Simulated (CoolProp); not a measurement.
Computed with CoolProp (reference Helmholtz-energy equation of state, McLinden 2020).

Task: For R1336mzz(Z), give the phase and the cp (kJ/(kg K)), cv (kJ/(kg K)), speed of sound (m/s), Joule-Thomson coefficient (K/MPa) at 376.1 K and 13 bar; 406.4 K and 13 bar.

Result: 
- 376.1 K and 13 bar: liquid; cp 1.41, cv 1.02, speed of sound 362, Joule-Thomson coefficient 0.159
- 406.4 K and 13 bar: gas; cp 1.30, cv 1.05, speed of sound 108, Joule-Thomson coefficient 19.9
